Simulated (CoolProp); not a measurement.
Aqueous calcium chloride as a coolant, at 27 °C, 1 atm.

Model: Melinder's fits for secondary coolants, in CoolProp.

```json
[
 {"mass %": "3.7", "freezing point (°C)": "-1.7", "conductivity (W/(m K))": "0.606", "cp (kJ/(kg K))": "3.968", "Prandtl number": "6.19", "viscosity (mPa s)": "0.945"},
 {"mass %": "5.6", "freezing point (°C)": "-2.7", "conductivity (W/(m K))": "0.604", "cp (kJ/(kg K))": "3.863", "Prandtl number": "6.34", "viscosity (mPa s)": "0.990"},
 {"mass %": "7.6", "freezing point (°C)": "-4.0", "conductivity (W/(m K))": "0.601", "cp (kJ/(kg K))": "3.754", "Prandtl number": "6.50", "viscosity (mPa s)": "1.04"},
 {"mass %": "9.5", "freezing point (°C)": "-5.4", "conductivity (W/(m K))": "0.599", "cp (kJ/(kg K))": "3.650", "Prandtl number": "6.68", "viscosity (mPa s)": "1.10"},
 {"mass %": "11.5", "freezing point (°C)": "-7.2", "conductivity (W/(m K))": "0.596", "cp (kJ/(kg K))": "3.543", "Prandtl number": "6.92", "viscosity (mPa s)": "1.16"},
 {"mass %": "13.4", "freezing point (°C)": "-9.2", "conductivity (W/(m K))": "0.594", "cp (kJ/(kg K))": "3.442", "Prandtl number": "7.19", "viscosity (mPa s)": "1.24"},
 {"mass %": "15.4", "freezing point (°C)": "-11.5", "conductivity (W/(m K))": "0.591", "cp (kJ/(kg K))": "3.340", "Prandtl number": "7.56", "viscosity (mPa s)": "1.34"},
 {"mass %": "17.3", "freezing point (°C)": "-14.1", "conductivity (W/(m K))": "0.589", "cp (kJ/(kg K))": "3.248", "Prandtl number": "8.00", "viscosity (mPa s)": "1.45"},
 {"mass %": "19.3", "freezing point (°C)": "-17.1", "conductivity (W/(m K))": "0.586", "cp (kJ/(kg K))": "3.157", "Prandtl number": "8.57", "viscosity (mPa s)": "1.59"},
 {"mass %": "21.2", "freezing point (°C)": "-20.4", "conductivity (W/(m K))": "0.583", "cp (kJ/(kg K))": "3.078", "Prandtl number": "9.24", "viscosity (mPa s)": "1.75"},
 {"mass %": "23.2", "freezing point (°C)": "-24.5", "conductivity (W/(m K))": "0.580", "cp (kJ/(kg K))": "3.003", "Prandtl number": "10.1", "viscosity (mPa s)": "1.95"}
]
```
